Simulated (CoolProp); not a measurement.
The fluid at 357.89 K and 10 MPa is throttled through a valve to 4.2 MPa with no heat exchange. The same conditions are run with several fluids, on thermodynamics alone (safety and materials aside).

Model: reference Helmholtz-energy equation of state of each fluid (tetrahydrofuran: Fiedler 2023; propylene: Lemmon 2013; methanol: de Reuck 1993; p-xylene: Zhou 2012; water: Wagner 2002), in CoolProp.

Rank tetrahydrofuran, propylene, methanol, p-xylene, water by temperature change (K), highest first.

p-xylene (+2.3), tetrahydrofuran (+1.8), methanol (+1.3), water (+1.1), propylene (-6.1)

```json
[
 {"fluid": "tetrahydrofuran", "final density (kg/m³)": "817"},
 {"fluid": "propylene", "final density (kg/m³)": "388"},
 {"fluid": "methanol", "final density (kg/m³)": "732"},
 {"fluid": "p-xylene", "final density (kg/m³)": "806"},
 {"fluid": "water", "final density (kg/m³)": "970"}
]
```
